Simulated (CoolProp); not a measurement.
Vapour-liquid equilibrium of n-octane (1) + m-xylene (2) at 0.0132 MPa; x and y are mole fractions of (1).

Model: multi-fluid Helmholtz-energy mixture model, Beckmüller 2019 and Zhou 2012; pair parameters Bell 2016, in CoolProp.

```
x     bubble temperature, mixture model (°C)  bubble temperature, Raoult's law (°C)  y, mixture model  y, Raoult's law
----  --------------------------------------  -------------------------------------  ----------------  ---------------
0.05                                    75.6                                   75.9             0.083            0.076
0.15                                    74.0                                   74.5             0.229            0.216
0.25                                    72.6                                   73.3             0.354            0.342
0.35                                    71.3                                   72.1             0.464            0.457
0.45                                    70.2                                   70.9             0.563            0.562
0.55                                    69.2                                   69.8             0.653            0.657
0.65                                    68.2                                   68.8             0.737            0.745
0.75                                    67.4                                   67.8             0.816            0.825
0.85                                    66.6                                   66.8             0.891            0.899
0.95                                    65.8                                   65.9             0.964            0.968
```

The largest gap from Raoult's law is -0.8 K in bubble temperature, at x = 0.35. No azeotrope shows between x = 0.05 and 0.95.

The pair parameters rest on a limited set of measurements; away from them the model extrapolates.
